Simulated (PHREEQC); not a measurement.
Leach liquor: speciation

Make-up at 58 °C: 0.14 mol HCl and 0.11 mol MnSO4 per kg of water. Closed to the air; pH follows from the charge balance.

The numbers come from PHREEQC with the ion-association model, phreeqc.dat.

Each row changes one thing in this solution. Precipitation was switched off in this run.

```json
[
 {"case": "as made", "pH": "1.26", "ionic strength (mol/kgw)": "0.328"},
 {"case": "diluted 100-fold with water", "pH": "(withheld)", "ionic strength (mol/kgw)": "(withheld)"},
 {"case": "MnSO4 left out", "pH": "0.95", "ionic strength (mol/kgw)": "0.140"},
 {"case": "HCl left out", "pH": "5.97", "ionic strength (mol/kgw)": "(withheld)"},
 {"case": "0.25 mol/kgw HBr added", "pH": "0.66", "ionic strength (mol/kgw)": "0.590"},
 {"case": "MnSO4 from 0.11 to 0.121 mol/kgw", "pH": "1.28", "ionic strength (mol/kgw)": "0.345"},
 {"case": "HCl from 0.14 to 0.07 mol/kgw", "pH": "1.68", "ionic strength (mol/kgw)": "0.259"}
]
```

**Question.** Complete the blanks.

**Answer.** 
- diluted 100-fold with water, pH: 2.94
- diluted 100-fold with water, ionic strength (mol/kgw): 0.00495
- HCl left out, ionic strength (mol/kgw): 0.196

Complexes and solids missing from the database can't appear. Constants without temperature data keep their 25 °C values here.
